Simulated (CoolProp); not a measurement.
Vapour-liquid equilibrium of dimethyl ether (1) + 1-butene (2) at 365.2 K; x and y are mole fractions of (1).

Computed with CoolProp (multi-fluid Helmholtz-energy mixture model, Wu 2011 and Lemmon 2005; pair parameters Bell 2016).

```csv
x,bubble pressure (MPa),y at the bubble point,dew pressure at overall composition x (MPa),liquid density (mol/L)
0.05,1.609,0.081,1.578,8.796
0.15,1.763,0.224,1.681,8.984
0.25,1.910,0.346,1.793,9.183
0.35,2.052,0.453,1.916,9.396
0.45,2.188,0.550,2.048,9.626
0.55,2.318,0.639,2.188,9.876
0.65,2.443,0.722,2.335,10.15
0.75,2.561,0.803,2.484,10.46
0.85,2.674,0.881,2.629,10.79
0.95,2.780,0.960,2.767,11.18
```

No azeotrope shows between x = 0.05 and 0.95.

Pair parameters are fitted to limited data, so mixtures are less certain than the pure fluids.
